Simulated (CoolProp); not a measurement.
A simple Rankine cycle with R1224YDZ: condensing at 298.15 K, boiler at 0.441 MPa, turbine inlet 472.1 K, turbine efficiency 0.65, pump efficiency 0.6, no recuperator. Each further row changes one setting.

Model: reference Helmholtz-energy equation of state, Akasaka 2023, in CoolProp.

```csv
case,thermal efficiency (%),net work (kJ/kg),heat in (kJ/kg),turbine exit temperature (K),volume ratio over the turbine
as stated,5.4,17.5,321,452.3,___
condensing temperature 290.15 K,6.7,___,___,447.3,3.89
boiler pressure 0.309 MPa,3.7,12.0,___,458.9,2.06
turbine efficiency 0.55,4.6,14.7,321,455.1,2.94
```

Q: Fill in the missing entries.

A: 
- as stated, volume ratio over the turbine: 2.93
- condensing temperature 290.15 K, net work (kJ/kg): 22.1
- condensing temperature 290.15 K, heat in (kJ/kg): 330
- boiler pressure 0.309 MPa, heat in (kJ/kg): 322
